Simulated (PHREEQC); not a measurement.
A solution holds 6.4 mmol/kgw H3PO4 and 0.19 mmol/kgw Na2CO3, at 20 °C. Closed to the air; pH follows from the charge balance.

Computed with PHREEQC (ion-association model, phreeqc.dat).

Each row changes one thing in this solution. This is a speciation only: nothing precipitates in the calculation.

```csv
case,pH,ionic strength (mol/kgw),HCO3- (mol/kgw)
as made,2.43,0.00433,2.28e-8
H3PO4 replaced by K3PO4 at the same molality,11.72,0.0302,5.20e-6
H3PO4 replaced by K2HPO4 at the same molality,9.98,(withheld),(withheld)
H3PO4 left out,10.20,0.000459,0.000111
H3PO4 from 0.0064 to 0.00576 mol/kgw,2.47,(withheld),(withheld)
diluted 5-fold with water,2.99,(withheld),1.61e-8
```

Task: What belongs in the gaps?

Result: 
- H3PO4 replaced by K2HPO4 at the same molality, ionic strength (mol/kgw): 0.0196
- H3PO4 replaced by K2HPO4 at the same molality, HCO3- (mol/kgw): 0.000118
- H3PO4 from 0.0064 to 0.00576 mol/kgw, ionic strength (mol/kgw): 0.00400
- H3PO4 from 0.0064 to 0.00576 mol/kgw, HCO3- (mol/kgw): 2.48e-8
- diluted 5-fold with water, ionic strength (mol/kgw): 0.00113
